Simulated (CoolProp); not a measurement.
Vapour-liquid equilibrium of R245fa (1) + isopentane (2) at 1.53 MPa; x and y are mole fractions of (1).

Model: multi-fluid Helmholtz-energy mixture model, Akasaka 2015 and Lemmon 2006; pair parameters Bell 2016, in CoolProp.

```csv
x,bubble temperature (K),y at the bubble point,dew temperature at overall composition x (K),liquid density (mol/L)
0.05,404.7,0.123,408.8,6.599
0.125,396.3,0.270,404.6,6.747
0.2,390.0,0.379,400.3,6.854
0.275,385.5,0.461,396.0,6.934
0.35,382.2,0.523,391.7,6.996
0.425,379.8,0.573,387.4,7.051
0.5,378.2,0.615,383.4,7.110
0.575,377.1,0.653,379.8,7.179
0.65,376.4,0.690,377.2,7.266
0.725,376.1,0.729,376.1,7.375
0.8,376.3,0.775,376.7,7.505
0.875,377.3,0.834,378.2,7.650
0.95,379.4,0.920,380.3,7.793
```

y crosses x between x = 0.725 and 0.8: the model has an azeotrope there.

The pair parameters rest on a limited set of measurements; away from them the model extrapolates.
